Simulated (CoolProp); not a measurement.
n-undecane at 379.67 K and 0.492 MPa is throttled through a valve to 0.264 MPa with no heat exchange. Each further row changes one setting.

Values from CoolProp's reference Helmholtz-energy equation of state, Aleksandrov 2011. It is a short technical equation, of lower accuracy than the large ones.

```json
[
 {"case": "as stated", "temperature change (K)": "+0.1"},
 {"case": "outlet pressure 0.0792 MPa", "temperature change (K)": "+0.1"},
 {"case": "outlet pressure 0.343 MPa", "temperature change (K)": "+0.0"}
]
```
